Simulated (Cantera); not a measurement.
Charge: 1 mol CH2F2, 0.013 mol CH4, 0.47 mol H2, held at 0.0150 Torr.

Method: chemical equilibrium by Gibbs-energy minimisation in Cantera with the NASA 1993 tables (ideal gas, pure condensed phases). Candidate condensed phases: C, C6H6, C7H8, C8H18; 95 gas species. Rates play no part.

Problem. At 2373 K, list the 5 most abundant gas species with their mole fractions, and the condensed phases.

Solution. HF 0.626, H 0.330, F 0.0273, H2 0.0112, C3 0.00309. Condensed: C(graphite).
